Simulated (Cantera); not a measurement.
Cantera run:

```python
import numpy as np
import cantera as ct

gas_names = """
    CL CL2 H HCL H2 N NH NH2 NH3 N2 N2H2 N2H4 Si SiCL SiCL2 SiCL3 SiCL4 SiH SiHCL3 SiH2 SiH2CL2 SiH3
    SiH3CL SiH4 SiN Si2 Si2N Si3
""".split()
cond_names = """
    NH4CL(a) NH4CL(b) Si(cr) Si(L) Si3N4(a)
""".split()


# ... load() reads the species with a 1 bar reference pressure and builds the phases ...
atoms = {
    'Si2Cl6': {'Si': 2, 'CL': 6},
    'N2': {'N': 2},
    'NH3': {'N': 1, 'H': 3},
}
top_T = {'Si3N4(a)': 2400}  # K; cautious upper limits of use, not melting points


# ... equilibrate(T, P, feed) seeds the gas with the atoms and calls Mixture.equilibrate('TP', solver="vcs", rtol=1e-11, max_steps=5000) ...
results = []
feed = {'Si2Cl6': 1, 'N2': 8.3, 'NH3': 17}  # mol
T = 1073.15  # K
P = 1000  # Pa
mix = equilibrate(T, P, feed)
results.append((T, P, feed, dict(zip(mix.species_names, mix.species_moles))))
x = sorted(zip(gas.X, gas.species_names), reverse=True)
print(f"T = {T:g} K  P = {P:g} Pa  gas = {mix.phase_moles(0):.4g} mol")
print("   x: " + "  ".join(f"{s} {v:.3e}" for v, s in x if v > 0.0001))
print("   condensed (mol): " + ("  ".join(f"{mix.phase(i).name} {mix.phase_moles(i):.4g}"
      for i in range(1, mix.n_phases) if mix.phase_moles(i) > 1e-12) or "none"))
```

Output:

```
T = 1073.15 K  P = 1000 Pa  gas = 43.96 mol
   x: H2 5.120e-01  N2 3.519e-01  HCL 1.359e-01  SiCL4 1.291e-04
   condensed (mol): Si3N4(a) 0.6646
```

Cantera equilibrium calculation (NASA polynomials, part measured and part estimated; ideal gas, pure solids and liquids). The feed counts by its element totals alone.
